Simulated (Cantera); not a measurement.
Cantera run:

```python
import numpy as np
import cantera as ct

gas_names = """
    O2 F2
""".split()
cond_names = """
    Ba(L) BaF2(a) BaO(s)
""".split()


def load(file, names, dense=False):
    # The tables refer to 1 bar. Condensed volumes are neglected.
    table = {s.name: s for s in ct.Species.list_from_file(file)}
    out = []
    for n in names:
        d = dict(table[n].input_data)
        d["thermo"] = dict(d["thermo"], **{"reference-pressure": 1e5})
        if dense:
            d["equation-of-state"] = {"model": "constant-volume", "density": "1e6 g/cm^3"}
        out.append(ct.Species.from_dict(d))
    return out


species = {s.name: s for s in load("nasa_gas.yaml", gas_names) + load("nasa_condensed.yaml", cond_names)}
T = 1475
g = {n: (s.thermo.h(T) - T * s.thermo.s(T)) / (ct.gas_constant * T * np.log(10)) for n, s in species.items()}
valid = cond_names  # the entries whose range holds T


def stable(la, lb):
    # potentials (over RT ln 10) of the two non-metals from log10 p(O2) and log10 p(F2) in bar
    mu = {}
    mu["O"] = (g["O2"] + la) / 2
    mu["F"] = (g["F2"] + lb) / 2
    cost = {}
    for n in valid:
        c = species[n].composition
        cost[n] = (g[n] - sum(c.get(e, 0) * m for e, m in mu.items())) / c["Ba"]
    return min(cost, key=cost.get)


results = []
for lb in [1, -1.4, -3.7, -6.1, -8.5, -10.8, -13.2, -15.5, -17.9, -20.3, -22.6, -25]:
    row = [stable(la, lb) for la in [-20, -18.9, -17.8, -16.7, -15.6, -14.5, -13.4, -12.3, -11.2, -10.1, -8.9, -7.8, -6.7, -5.6, -4.5, -3.4, -2.3, -1.2, -0.1, 1]]
    results.append(row)
    print(f"{lb:6.1f}  " + " ".join(f"{valid.index(n):x}" for n in row))
print("key: " + ", ".join(f"{i:x} {n}" for i, n in enumerate(valid)))
```

Result:

```
   1.0  1 1 1 1 1 1 1 1 1 1 1 1 1 1 1 1 1 1 1 1
  -1.4  1 1 1 1 1 1 1 1 1 1 1 1 1 1 1 1 1 1 1 1
  -3.7  1 1 1 1 1 1 1 1 1 1 1 1 1 1 1 1 1 1 1 1
  -6.1  1 1 1 1 1 1 1 1 1 1 1 1 1 1 1 1 1 1 1 1
  -8.5  1 1 1 1 1 1 1 1 1 1 1 1 1 1 1 1 1 1 1 1
 -10.8  1 1 1 1 1 1 1 1 1 1 1 1 1 1 1 1 1 1 1 1
 -13.2  1 1 1 1 1 1 1 1 1 1 1 1 1 1 1 1 1 1 1 1
 -15.5  1 1 1 1 1 1 1 1 1 1 1 1 1 1 1 1 1 1 1 1
 -17.9  1 1 1 1 1 1 1 1 1 1 1 1 1 1 1 1 1 1 1 1
 -20.3  1 1 1 1 1 1 1 1 1 1 1 1 1 1 1 1 1 1 2 2
 -22.6  1 1 1 1 1 1 1 1 1 1 1 1 1 1 2 2 2 2 2 2
 -25.0  1 1 1 1 1 1 1 1 1 2 2 2 2 2 2 2 2 2 2 2
key: 0 Ba(L), 1 BaF2(a), 2 BaO(s)
```

Source: NASA polynomial tables (part measured, part estimated), evaluated in Cantera. Not in the tables: the peroxide, oxide halides.
